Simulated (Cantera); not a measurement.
Input: 1 mol Pb, 0.27 mol CO, 0.79 mol N2, held at 802 °C and 3.10 bar.

Equilibrium computed with Cantera from the NASA thermochemical tables; the gas is ideal and each condensed phase is pure. Candidate condensed phases: C, Pb, PbO, PbO2, Pb3O4; 27 gas species. The numbers say what is thermodynamically allowed, not how fast it happens.

Base state: N2 0.760, CO 0.219, CO2 0.0203, Pb 2.45e-5 (mole fractions); condensed: C(graphite) + Pb(l).

**Question.** What changes in the equilibrium state with this change: N2 from 0.79 to 0.15 mol?

**Answer.** 
```
species            before    after
----------------  -------  -------
CO                  0.219    0.500
N2                  0.760    0.395
CO2                0.0203    0.105
Pb                2.45e-5  2.45e-5
C(graphite), mol   0.0211   0.0400
Pb(l), mol          1.000    1.000
```
